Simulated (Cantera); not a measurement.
# Thermodynamics of iron carbonyl, mercury and lead vapours, feed Pb + H2 + CO

Feed: 1 mol Pb, 0.28 mol H2, 0.16 mol CO, equilibrated at 10000 Pa.

Method: chemical equilibrium by Gibbs-energy minimisation in Cantera with the NASA 1993 tables (ideal gas, pure condensed phases). Candidate condensed phases: C, C6H6, C7H8, C8H18, H2O, Pb, PbO, PbO2, Pb3O4; 113 gas species. The numbers say what is thermodynamically allowed, not how fast it happens.

From 525 °C to 925 °C the condensed part is C(graphite) + Pb(l). From 975 °C to 1075 °C the condensed part is Pb(l). The main Pb-bearing gas is Pb throughout.

```
T (°C)  log p H2  log p CO  log p H2O  log p CO2  log p CH4  log p Pb  n C(graphite)  n Pb(l)
------  --------  --------  ---------  ---------  ---------  --------  -------------  -------
525        -1.23     -1.99      -1.83      -1.95      -2.32     -7.24         0.0716     1.00
575        -1.21     -1.73      -2.07      -2.10      -2.61     -6.52         0.0521    1.000
625        -1.20     -1.57      -2.37      -2.37      -2.89     -5.89         0.0294    1.000
675        -1.20     -1.49      -2.70      -2.74      -3.16     -5.32         0.0132    1.000
725        -1.20     -1.46      -3.05      -3.15      -3.41     -4.81        0.00527    1.000
775        -1.20     -1.45      -3.37      -3.55      -3.63     -4.35        0.00206    1.000
825        -1.20     -1.44      -3.68      -3.93      -3.83     -3.93       0.000797    0.999
875        -1.20     -1.44      -3.96      -4.27      -4.02     -3.55       0.000298    0.999
925        -1.20     -1.44      -4.22      -4.60      -4.19     -3.20        9.64e-5    0.997
975        -1.20     -1.45      -4.46      -4.90      -4.36     -2.89              0    0.994
1025       -1.21     -1.45      -4.66      -5.15      -4.54     -2.59              0    0.988
1075       -1.22     -1.46      -4.85      -5.38      -4.74     -2.32              0    0.978
```
log p: log10 of the partial pressure in bar; n: condensed amount in mol.
